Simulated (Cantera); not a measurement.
Cantera run, input and output.

```python
import numpy as np
import cantera as ct

gas = ct.Solution("h2o2.yaml")
gas.TPX = 525, 100000, {'H2': 1, 'O2': 0.333, 'N2': 1.23}
flame = ct.FreeFlame(gas, width=0.04)
flame.set_refine_criteria(ratio=3, slope=0.08, curve=0.16)
flame.transport_model = "mixture-averaged"
flame.solve(loglevel=0, auto=True)
flame.transport_model = "multicomponent"
flame.soret_enabled = False
flame.solve(loglevel=0, refine_grid=True)
z, T = flame.grid, flame.T
thick = (T[-1] - T[0]) / np.gradient(T, z).max()
show = ['H2', 'O2', 'HO2', 'H2O', 'H2O2', 'OH']
print(f"laminar burning velocity  {flame.velocity[0] * 100:.3f} cm/s")
print(f"burnt temperature         {T[-1]:.1f} K")
print(f"thermal thickness         {thick * 1e3:.4f} mm")
print(f"grid points               {len(z)}")
z0 = z[flame.heat_release_rate.argmax()]
print(f"{'z/mm':>9s}{'T/K':>9s}{'u/(m/s)':>9s}" + "".join(f"{s:>11s}" for s in show))
rows = []
for k in (-3, -2, -1.5, -1, -0.5, -0.25, 0, 0.25, 0.5, 1, 2, 4, 8):
    zz = z0 + k * thick
    rows.append([k * thick, np.interp(zz, z, T), np.interp(zz, z, flame.velocity),
                 *(np.interp(zz, z, flame.X[gas.species_index(s)]) for s in show)])
    print(f"{rows[-1][0] * 1e3:9.3f}{rows[-1][1]:9.1f}{rows[-1][2]:9.3f}" + "".join(f"{x:11.3e}" for x in rows[-1][3:]))
```

Output:

```
laminar burning velocity  710.876 cm/s
burnt temperature         2418.7 K
thermal thickness         0.4281 mm
grid points               139
     z/mm      T/K  u/(m/s)         H2         O2        HO2        H2O       H2O2         OH
   -1.284    525.0    7.109  3.902e-01  1.299e-01  2.118e-13  1.416e-13  1.045e-16  3.061e-17
   -0.856    525.0    7.109  3.902e-01  1.299e-01  3.301e-11  1.768e-11  5.073e-14  5.598e-15
   -0.642    525.0    7.109  3.902e-01  1.299e-01  1.651e-09  6.777e-10  2.699e-12  3.044e-13
   -0.428    525.0    7.109  3.902e-01  1.299e-01  1.470e-07  5.156e-08  2.952e-10  3.275e-11
   -0.214    539.7    7.286  3.878e-01  1.299e-01  2.294e-04  5.188e-04  4.074e-06  4.645e-05
   -0.107    777.7   10.292  3.568e-01  1.232e-01  2.024e-04  2.014e-02  2.097e-05  8.453e-04
    0.000   1232.6   15.751  2.434e-01  8.201e-02  7.727e-05  1.106e-01  3.396e-06  3.082e-03
    0.107   1541.7   19.406  1.414e-01  2.407e-02  2.149e-05  2.195e-01  1.943e-06  7.417e-03
    0.214   1678.0   20.969  1.202e-01  8.526e-03  7.208e-06  2.499e-01  1.251e-06  9.378e-03
    0.428   1815.5   22.484  1.220e-01  4.801e-03  3.731e-06  2.593e-01  7.178e-07  1.069e-02
    0.856   1958.0   24.000  1.280e-01  3.371e-03  2.420e-06  2.660e-01  3.831e-07  1.106e-02
    1.712   2096.9   25.433  1.333e-01  2.094e-03  1.461e-06  2.736e-01  2.046e-07  1.033e-02
    3.425   2216.2   26.626  1.376e-01  1.122e-03  8.132e-07  2.811e-01  1.149e-07  8.600e-03
```

Computed with Cantera and the H2/O2 subset of GRI-Mech 3.0, which has no nitrogen chemistry. Burning velocities carry a grid error of a few per cent, more on coarse grids.
